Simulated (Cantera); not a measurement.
Input: 1 mol Si, 1.6 mol Cl2, 1.8 mol H2, held at 873 K and 0.100 bar.

Method: chemical equilibrium by Gibbs-energy minimisation in Cantera with the NASA 1993 tables (ideal gas, pure condensed phases). Candidate condensed phases: Si; 19 gas species. The tables' values for SiCl3 are old estimates; treat these amounts as uncertain. Kinetics and transport are ignored.

Base state: H2 0.668, SiCl4 0.265, SiHCl3 0.0583, HCl 0.00651, SiH2Cl2 0.00117, SiCl3 0.000603, SiCl2 8.04e-5 (mole fractions); condensed: Si(s).

Q: What changes in the equilibrium state with this change: Cl2 from 1.6 to 0.7 mol?

A: 
```tsv
species	before	after
H2	0.668	0.821
SiCl4	0.265	0.133
SiHCl3	0.0583	0.0385
SiCl3	0.000603	0.000359
SiCl2	8.04e-5	5.69e-5
SiH2Cl2	0.00117	0.00102
HCl	0.00651	0.00607
Si(s), mol	0.165	0.631
```
